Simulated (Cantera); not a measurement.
Input (Python, Cantera) and output of one run.

```python
import numpy as np
import cantera as ct

gas_names = """
    CL CL2 H HCL H2 Si SiCL SiCL2 SiCL3 SiCL4 SiH SiHCL3 SiH2 SiH2CL2 SiH3 SiH3CL SiH4 Si2 Si3
""".split()
cond_names = """
    Si(cr) Si(L)
""".split()


# ... load() reads the species with a 1 bar reference pressure and builds the phases ...
atoms = {
    'SiHCl3': {'Si': 1, 'H': 1, 'CL': 3},
    'HCl': {'H': 1, 'CL': 1},
    'H2': {'H': 2},
}
top_T = {}  # K; cautious upper limits of use, not melting points


# ... equilibrate(T, P, feed) seeds the gas with the atoms and calls Mixture.equilibrate('TP', solver="gibbs", rtol=1e-10, max_steps=50000) ...
results = []
P = 4100  # Pa
for T in [948, 998, 1048, 1098, 1148, 1198, 1248, 1298, 1348, 1398, 1448, 1498, 1548, 1598]:
    for m in [0.094, 0.13, 0.17, 0.23, 0.31, 0.42, 0.56, 0.76, 1, 1.4, 1.9, 2.5]:
        feed = {'SiHCl3': 1, 'HCl': m, 'H2': 7}  # mol
        mix = equilibrate(T, P, feed)
        results.append((T, P, feed, dict(zip(mix.species_names, mix.species_moles))))

for T, P, feed, n in results:
    print(f"{T:7g} {feed['HCl']:10.4g}  " + (" + ".join(c for c in cond_names if n.get(c, 0) > 1e-12) or "gas only"))
```

It prints:

```
    948      0.094  Si(cr)
    948       0.13  Si(cr)
    948       0.17  Si(cr)
    948       0.23  Si(cr)
    948       0.31  Si(cr)
    948       0.42  Si(cr)
    948       0.56  Si(cr)
    948       0.76  Si(cr)
    948          1  gas only
    948        1.4  gas only
    948        1.9  gas only
    948        2.5  gas only
    998      0.094  Si(cr)
    998       0.13  Si(cr)
    998       0.17  Si(cr)
    998       0.23  Si(cr)
    998       0.31  Si(cr)
    998       0.42  Si(cr)
    998       0.56  Si(cr)
    998       0.76  Si(cr)
    998          1  gas only
    998        1.4  gas only
    998        1.9  gas only
    998        2.5  gas only
   1048      0.094  Si(cr)
   1048       0.13  Si(cr)
   1048       0.17  Si(cr)
   1048       0.23  Si(cr)
   1048       0.31  Si(cr)
   1048       0.42  Si(cr)
   1048       0.56  Si(cr)
   1048       0.76  Si(cr)
   1048          1  Si(cr)
   1048        1.4  gas only
   1048        1.9  gas only
   1048        2.5  gas only
   1098      0.094  Si(cr)
   1098       0.13  Si(cr)
   1098       0.17  Si(cr)
   1098       0.23  Si(cr)
   1098       0.31  Si(cr)
   1098       0.42  Si(cr)
   1098       0.56  Si(cr)
   1098       0.76  Si(cr)
   1098          1  Si(cr)
   1098        1.4  gas only
   1098        1.9  gas only
   1098        2.5  gas only
   1148      0.094  Si(cr)
   1148       0.13  Si(cr)
   1148       0.17  Si(cr)
   1148       0.23  Si(cr)
   1148       0.31  Si(cr)
   1148       0.42  Si(cr)
   1148       0.56  Si(cr)
   1148       0.76  Si(cr)
   1148          1  Si(cr)
   1148        1.4  gas only
   1148        1.9  gas only
   1148        2.5  gas only
   1198      0.094  Si(cr)
   1198       0.13  Si(cr)
   1198       0.17  Si(cr)
   1198       0.23  Si(cr)
   1198       0.31  Si(cr)
   1198       0.42  Si(cr)
   1198       0.56  Si(cr)
   1198       0.76  Si(cr)
   1198          1  Si(cr)
   1198        1.4  gas only
   1198        1.9  gas only
   1198        2.5  gas only
   1248      0.094  Si(cr)
   1248       0.13  Si(cr)
   1248       0.17  Si(cr)
   1248       0.23  Si(cr)
   1248       0.31  Si(cr)
   1248       0.42  Si(cr)
   1248       0.56  Si(cr)
   1248       0.76  Si(cr)
   1248          1  Si(cr)
   1248        1.4  gas only
   1248        1.9  gas only
   1248        2.5  gas only
   1298      0.094  Si(cr)
   1298       0.13  Si(cr)
   1298       0.17  Si(cr)
   1298       0.23  Si(cr)
   1298       0.31  Si(cr)
   1298       0.42  Si(cr)
   1298       0.56  Si(cr)
   1298       0.76  Si(cr)
   1298          1  gas only
   1298        1.4  gas only
   1298        1.9  gas only
   1298        2.5  gas only
   1348      0.094  Si(cr)
   1348       0.13  Si(cr)
   1348       0.17  Si(cr)
   1348       0.23  Si(cr)
   1348       0.31  Si(cr)
   1348       0.42  Si(cr)
   1348       0.56  Si(cr)
   1348       0.76  Si(cr)
   1348          1  gas only
   1348        1.4  gas only
   1348        1.9  gas only
   1348        2.5  gas only
   1398      0.094  Si(cr)
   1398       0.13  Si(cr)
   1398       0.17  Si(cr)
   1398       0.23  Si(cr)
   1398       0.31  Si(cr)
   1398       0.42  Si(cr)
   1398       0.56  Si(cr)
   1398       0.76  gas only
   1398          1  gas only
   1398        1.4  gas only
   1398        1.9  gas only
   1398        2.5  gas only
   1448      0.094  Si(cr)
   1448       0.13  Si(cr)
   1448       0.17  Si(cr)
   1448       0.23  Si(cr)
   1448       0.31  Si(cr)
   1448       0.42  Si(cr)
   1448       0.56  Si(cr)
   1448       0.76  gas only
   1448          1  gas only
   1448        1.4  gas only
   1448        1.9  gas only
   1448        2.5  gas only
   1498      0.094  Si(cr)
   1498       0.13  Si(cr)
   1498       0.17  Si(cr)
   1498       0.23  Si(cr)
   1498       0.31  Si(cr)
   1498       0.42  Si(cr)
   1498       0.56  gas only
   1498       0.76  gas only
   1498          1  gas only
   1498        1.4  gas only
   1498        1.9  gas only
   1498        2.5  gas only
   1548      0.094  Si(cr)
   1548       0.13  Si(cr)
   1548       0.17  Si(cr)
   1548       0.23  Si(cr)
   1548       0.31  Si(cr)
   1548       0.42  Si(cr)
   1548       0.56  gas only
   1548       0.76  gas only
   1548          1  gas only
   1548        1.4  gas only
   1548        1.9  gas only
   1548        2.5  gas only
   1598      0.094  Si(cr)
   1598       0.13  Si(cr)
   1598       0.17  Si(cr)
   1598       0.23  Si(cr)
   1598       0.31  Si(cr)
   1598       0.42  Si(cr)
   1598       0.56  gas only
   1598       0.76  gas only
   1598          1  gas only
   1598        1.4  gas only
   1598        1.9  gas only
   1598        2.5  gas only
```

These are equilibrium values from Cantera (NASA tables, ideal gas, pure condensed phases), not measurements of a reactor. The tables' values for SiCl3 are old estimates.
